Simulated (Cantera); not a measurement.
An isothermal, constant-pressure homogeneous reactor starts with C₂H₆ : N₂ = 1 : 3.6 (molar parts), at 1450 K and 0.00651 atm.

Cantera simulation using GRI-Mech 3.0 (53 species, 325 reactions); the numbers are that mechanism's predictions, not measurements. GRI-Mech 3.0 stops at C3 and has no aromatics, soot or wall deposition, so with more carbon than oxygen in the feed, carbon stays in small species such as C2H2 where larger ones or solid carbon would form. Radical loss at walls, strong at low pressure, is not modelled.

Problem. Predict: x(C₂H₆) at 20.0 s; x(HCN) at 20.0 s; x(C₂H₂) at 20.0 s; x(C₂H₄) at 20.0 s; x(CH₄) at 20.0 s; x(CH₃) at 20.0 s.

Solution. 
```
Item                                                 Result
-----------------  ----------------------------------------
x(C₂H₆) at 20.0 s   5.75e-6 (gas-phase equilibrium 2.39e-9)
x(HCN) at 20.0 s      1.47e-7 (gas-phase equilibrium 0.104)
x(C₂H₂) at 20.0 s      0.131 (gas-phase equilibrium 0.0990)
x(C₂H₄) at 20.0 s  0.000300 (gas-phase equilibrium 9.34e-5)
x(CH₄) at 20.0 s    0.0570 (gas-phase equilibrium 0.000511)
x(CH₃) at 20.0 s   0.000130 (gas-phase equilibrium 2.19e-6)
```
